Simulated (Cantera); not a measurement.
Source: NASA polynomial tables (part measured, part estimated), evaluated in Cantera. Values are per mole of reaction as written; species without (g) are pure solids or liquids, kept so even where they would boil at 1 bar.

a) Nb + O2(g) ⇌ NbO2
b) 1.333 Ti + O2(g) ⇌ 0.6667 Ti2O3
c) 0.8 Ta + O2(g) ⇌ 0.4 Ta2O5

Task: Order these by ΔG° at 1150 K, most negative first.

Result: b (-802 kJ), c (-617 kJ), a (-588 kJ)
